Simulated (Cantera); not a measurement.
A closed system holds: 1 mol SiH₂Cl₂, 0.23 mol C₂H₄, 1100 mol H₂, held at 1577 °C and 1.00 bar.

These are equilibrium values from Cantera (NASA tables, ideal gas, pure condensed phases), not measurements of a reactor. Candidate condensed phases: C, C₆H₆, C₇H₈, C₈H₁₈, Si, SiC; 109 gas species. Mutual solubility and eutectic melting of coexisting phases are not modelled. Gases not in the tables: Si₂H₆ and higher silanes. Kinetics and transport are ignored.

Base state: H₂ 0.998, HCl 0.00179, H 0.000538, SiH₂ 4.21e-5, CH₄ 1.96e-5 (mole fractions); condensed: Si(l) + SiC(s).

Problem. What changes in the equilibrium state with this change: H₂ from 1100 to 35 mol?

Solution. 
```json
[
 {"species": "H₂", "before": "0.998", "after": "0.952"},
 {"species": "HCl", "before": "0.00179", "after": "0.0422"},
 {"species": "SiCl₂", "before": "9.31e-6", "after": "0.00540"},
 {"species": "SiCl₃", "before": "6.81e-9", "after": "9.51e-5"},
 {"species": "SiHCl₃", "before": "1.15e-9", "after": "1.57e-5"},
 {"species": "SiH₂Cl₂", "before": "3.35e-8", "after": "1.85e-5"},
 {"species": "Cl", "before": "7.35e-7", "after": "1.77e-5"},
 {"species": "Si(l), mol", "before": "0.489", "after": "0.331"},
 {"species": "SiC(s), mol", "before": "0.438", "after": "0.459"}
]
```
The tables' values for SiCl₃, SiCl are old estimates; treat these amounts as uncertain.

Problem. What changes in the equilibrium state with this change: temperature from 1577 °C to 1752 °C?

Solution. 
```csv
species,before,after
H₂,0.998,0.996
H,0.000538,0.00192
HCl,0.00179,0.00179
SiH₂,4.21e-5,0.000122
Si,6.45e-6,5.82e-5
SiH,6.39e-6,3.72e-5
"Si(l), mol",0.489,0.318
"SiC(s), mol",0.438,0.424
```
